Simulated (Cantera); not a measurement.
Si3N4 + H2 + C (sublimation and decomposition of ceramics)

Input: 1 mol Si3N4, a varied amount of H2, 0.17 mol C, held at 2773 K and 120 Pa.

Cantera equilibrium calculation (NASA polynomials, part measured and part estimated; ideal gas, pure solids and liquids). Candidate condensed phases: C, C6H6, C7H8, C8H18, Si, SiC, Si3N4; 105 gas species. The tables' values for SiN are old estimates; treat these amounts as uncertain. Rates play no part.

```json
[
 {"n(H2) (mol)": "0.036", "x Si": "0.573", "x N2": "0.392", "x H": "0.0140", "x SiC2": "0.0134", "x CN": "0.00304", "x Si2C": "0.00175", "x H2": "4.23e-5", "x SiN": "0.000864"},
 {"n(H2) (mol)": "0.044", "x Si": "0.571", "x N2": "0.391", "x H": "0.0170", "x SiC2": "0.0134", "x CN": "0.00303", "x Si2C": "0.00174", "x H2": "6.26e-5", "x SiN": "0.000860"},
 {"n(H2) (mol)": "0.054", "x Si": "0.569", "x N2": "0.390", "x H": "0.0207", "x SiC2": "0.0133", "x CN": "0.00302", "x Si2C": "0.00172", "x H2": "9.33e-5", "x SiN": "0.000856"},
 {"n(H2) (mol)": "0.066", "x Si": "0.566", "x N2": "0.388", "x H": "0.0252", "x SiC2": "0.0132", "x CN": "0.00301", "x Si2C": "0.00171", "x H2": "0.000138", "x SiN": "0.000850"},
 {"n(H2) (mol)": "0.08", "x Si": "0.563", "x N2": "0.386", "x H": "0.0303", "x SiC2": "0.0131", "x CN": "0.00300", "x Si2C": "0.00169", "x H2": "0.000199", "x SiN": "0.000843"},
 {"n(H2) (mol)": "0.098", "x Si": "0.559", "x N2": "0.383", "x H": "0.0367", "x SiC2": "0.0130", "x CN": "0.00299", "x Si2C": "0.00166", "x H2": "0.000293", "x SiN": "0.000834"},
 {"n(H2) (mol)": "0.12", "x Si": "0.555", "x N2": "0.380", "x H": "0.0445", "x SiC2": "0.0128", "x CN": "0.00297", "x Si2C": "0.00163", "x H2": "0.000430", "x SiN": "0.000824"},
 {"n(H2) (mol)": "0.15", "x Si": "0.549", "x N2": "0.376", "x H": "0.0548", "x SiC2": "0.0127", "x CN": "0.00295", "x Si2C": "0.00159", "x H2": "0.000651", "x SiN": "0.000810"},
 {"n(H2) (mol)": "0.18", "x Si": "0.543", "x N2": "0.371", "x H": "0.0647", "x SiC2": "0.0125", "x CN": "0.00293", "x Si2C": "0.00156", "x H2": "0.000910", "x SiN": "0.000797"},
 {"n(H2) (mol)": "0.22", "x Si": "0.535", "x N2": "0.366", "x H": "0.0776", "x SiC2": "0.0122", "x CN": "0.00290", "x Si2C": "0.00151", "x H2": "0.00131", "x SiN": "0.000780"}
]
```
x: gas mole fraction; nothing condenses.

From 0.036 mol H2 to 0.22 mol H2 nothing is condensed. The main Si-bearing gas is Si throughout.
